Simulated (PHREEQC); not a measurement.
2.6 g of hydrous ferric oxide (600 m²/g; 0.2 weak and 0.005 strong sites per Fe, Dzombak-Morel constants, no electrostatic term) in 1 kg of water with 0.1 mol/kgw of an inert sodium salt and 0.0038 mol PbCl2 and 3.1e-05 mol H3BO3, at 25 °C; the pH is set by adding NaOH or the inert anion's acid. O2 is buffered at 0.21 atm. No CO2 enters from the air. No solid was allowed to form.

The series has 17 steps of pH, from 3 to 11.

All values are PHREEQC results (ion-association model, wateq4f.dat), not measurements.

Problem. Near which pH is half of the Pb sorbed, and on which side is more sorbed?

Solution. Near pH 4.9, with more sorbed at higher pH.

Along this series the solution becomes supersaturated in solids that the run did not let form, among them Litharge. The oxide is taken as insoluble; below pH 4 it would dissolve.
